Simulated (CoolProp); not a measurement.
Vapour-liquid equilibrium of isobutene (1) + acetone (2) at 0.00839 MPa; x and y are mole fractions of (1).

The numbers come from the multi-fluid Helmholtz-energy mixture model, Lemmon 2005 and Lemmon 2006; pair parameters Bell 2016 in CoolProp.

```json
[
 {"x": "0.05", "bubble temperature (°C)": "-28.9", "y at the bubble point": "0.815", "dew temperature at overall composition x (°C)": "-2.9", "liquid density (mol/L)": "…"},
 {"x": "0.15", "bubble temperature (°C)": "-46.2", "y at the bubble point": "0.953", "dew temperature at overall composition x (°C)": "-4.9", "liquid density (mol/L)": "14.31"},
 {"x": "0.25", "bubble temperature (°C)": "-51.7", "y at the bubble point": "0.973", "dew temperature at overall composition x (°C)": "-7.1", "liquid density (mol/L)": "14.08"},
 {"x": "0.35", "bubble temperature (°C)": "-53.8", "y at the bubble point": "0.978", "dew temperature at overall composition x (°C)": "-9.5", "liquid density (mol/L)": "13.80"},
 {"x": "0.45", "bubble temperature (°C)": "-54.5", "y at the bubble point": "0.980", "dew temperature at overall composition x (°C)": "…", "liquid density (mol/L)": "13.50"},
 {"x": "0.55", "bubble temperature (°C)": "-54.7", "y at the bubble point": "0.981", "dew temperature at overall composition x (°C)": "-15.6", "liquid density (mol/L)": "…"},
 {"x": "0.65", "bubble temperature (°C)": "-54.8", "y at the bubble point": "0.981", "dew temperature at overall composition x (°C)": "-19.6", "liquid density (mol/L)": "12.93"},
 {"x": "0.75", "bubble temperature (°C)": "-55.0", "y at the bubble point": "0.982", "dew temperature at overall composition x (°C)": "-24.6", "liquid density (mol/L)": "12.67"},
 {"x": "0.85", "bubble temperature (°C)": "-55.5", "y at the bubble point": "0.985", "dew temperature at overall composition x (°C)": "-31.8", "liquid density (mol/L)": "12.44"},
 {"x": "0.95", "bubble temperature (°C)": "-56.4", "y at the bubble point": "…", "dew temperature at overall composition x (°C)": "-45.4", "liquid density (mol/L)": "12.23"}
]
```

### Question
Complete the blanks.

### Answer

- 0.05, liquid density (mol/L): 14.34
- 0.45, dew temperature at overall composition x (°C): -12.3
- 0.55, liquid density (mol/L): 13.21
- 0.95, y at the bubble point: 0.993

No azeotrope shows between x = 0.05 and 0.95.

The pair parameters rest on a limited set of measurements; away from them the model extrapolates. With so large a gap from Raoult's law the liquid may split in two, which this calculation doesn't test in full.
